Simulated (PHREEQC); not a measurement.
Model water analysis in mg/L, 20 °C, pH 6.32, pe 11.7:

| constituent | mg/L |
|---|---|
| Na | 34.3 |
| K | 23.2 |
| Ca | 22.8 |
| Mg | 1.84 |
| Cl | 40 |
| S(6) as SO4 | 70.4 |
| Alkalinity as HCO3 | 45.1 |
| Sr | 0.0657 |

Valence states are taken as typed.

All values are PHREEQC results (ion-association model, wateq4f.dat), not measurements.

Task: The ionic strength comes out as 0.00454 mol/kgw. What activity coefficients do KSO4-, SO4-2, Mg+2, Ca+2, CaHCO3+ get?

Result: KSO4- 0.93, SO4-2 0.75, Mg+2 0.76, Ca+2 0.76, CaHCO3+ 0.93.

Precipitation was switched off in this run.
